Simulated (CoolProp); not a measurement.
Computed with CoolProp (reference Helmholtz-energy equation of state, Lemmon 2013).

Question: Give the vapour pressure (MPa), vapour density (kg/m³), enthalpy of vaporisation (kJ/kg), liquid cp (kJ/(kg K)) of saturated propylene at -60.45, -33.45 °C.

Answer: 
```json
[
 {"T (°C)": "-60.45", "p (MPa)": "0.0543", "vapour density (kg/m³)": "1.32", "enthalpy of vaporisation (kJ/kg)": "453", "liquid cp (kJ/(kg K))": "2.15"},
 {"T (°C)": "-33.45", "p (MPa)": "0.185", "vapour density (kg/m³)": "4.13", "enthalpy of vaporisation (kJ/kg)": "423", "liquid cp (kJ/(kg K))": "2.25"}
]
```
